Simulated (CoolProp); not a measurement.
Properties of cyclopropane along the isotherm 473 K (Tc = 398.7 K, pc = 5.605 MPa, ω = 0.131).

The numbers come from the reference Helmholtz-energy equation of state, Polt 1992 in CoolProp. This equation is an older, rougher fit.

| p (MPa) | phase | density (kg/m³) | cp (kJ/(kg K)) | speed of sound (m/s) | expansivity (1/kK) | fugacity coefficient |
|---|---|---|---|---|---|---|
| 0.311 | gas | 3.367 | 2.162 | 317.6 | 2.183 | 0.9884 |
| 0.623 | gas | 6.826 | 2.180 | 314.4 | 2.256 | 0.9769 |
| 0.934 | gas | 10.36 | 2.198 | 311.2 | 2.333 | 0.9655 |
| 1.25 | gas | 14.04 | 2.218 | 307.9 | 2.416 | 0.9541 |
| 1.56 | gas | 17.74 | 2.239 | 304.7 | 2.504 | 0.9429 |
| 1.87 | gas | 21.54 | 2.260 | 301.4 | 2.597 | 0.9319 |
| 2.18 | gas | 25.44 | 2.283 | 298.2 | 2.696 | 0.9210 |
| 2.49 | gas | 29.45 | 2.306 | 295.0 | 2.802 | 0.9101 |
| 2.8 | gas | 33.57 | 2.331 | 291.8 | 2.916 | 0.8994 |
